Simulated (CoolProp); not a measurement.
Vapour-liquid equilibrium of carbon dioxide (1) + R123 (2) at -9.45 °C; x and y are mole fractions of (1).

Values from CoolProp's multi-fluid Helmholtz-energy mixture model, Span 1996 and Younglove 1994; pair parameters Bell 2016.

Task: Give the bubble pressure and the first vapour's composition at x = 0.05, 0.65, 0.75. Is there an azeotrope?

Result: x = 0.05: 1.164 bar, y = 0.824; x = 0.65: 14.77 bar, y = 0.992; x = 0.75: 18.00 bar, y = 0.995. No azeotrope shows between x = 0.05 and 0.95.

The pair parameters rest on a limited set of measurements; away from them the model extrapolates.
